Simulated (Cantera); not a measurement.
A closed system holds: 1 mol MgO, 2.6 mol H2S, 7.2 mol CO2, at 14300 Torr.

These are equilibrium values from Cantera (NASA tables, ideal gas, pure condensed phases), not measurements of a reactor. Candidate condensed phases: C, C6H6, C7H8, C8H18, H2O, H2SO4, Mg, MgCO3, MgO, Mg(OH)2, MgS, MgSO4, S; 130 gas species. Gases not in the tables: S3 to S7. The numbers say what is thermodynamically allowed, not how fast it happens.

**Question.** Which condensed phases are stable at each of these points (T (°C)): 425, 500, 575, 650, 725, 800, 875, 950, 1025, 1100, 1175, 1250, 1325?

**Answer.** 
```json
[
 {"T (°C)": "425", "condensed phases": "MgCO3(s)", "Mg condensed (%)": "100.0"},
 {"T (°C)": "500", "condensed phases": "MgCO3(s)", "Mg condensed (%)": "100.0"},
 {"T (°C)": "575", "condensed phases": "MgO(s)", "Mg condensed (%)": "100.0"},
 {"T (°C)": "650", "condensed phases": "MgO(s)", "Mg condensed (%)": "100.0"},
 {"T (°C)": "725", "condensed phases": "MgO(s)", "Mg condensed (%)": "100.0"},
 {"T (°C)": "800", "condensed phases": "MgO(s)", "Mg condensed (%)": "100.0"},
 {"T (°C)": "875", "condensed phases": "MgO(s)", "Mg condensed (%)": "100.0"},
 {"T (°C)": "950", "condensed phases": "MgO(s)", "Mg condensed (%)": "100.0"},
 {"T (°C)": "1025", "condensed phases": "MgO(s)", "Mg condensed (%)": "100.0"},
 {"T (°C)": "1100", "condensed phases": "MgO(s)", "Mg condensed (%)": "100.0"},
 {"T (°C)": "1175", "condensed phases": "MgO(s)", "Mg condensed (%)": "100.0"},
 {"T (°C)": "1250", "condensed phases": "MgO(s)", "Mg condensed (%)": "100.0"},
 {"T (°C)": "1325", "condensed phases": "MgO(s)", "Mg condensed (%)": "100.0"}
]
```

From 425 °C to 500 °C the condensed part is MgCO3(s). From 575 °C to 1325 °C the condensed part is MgO(s).
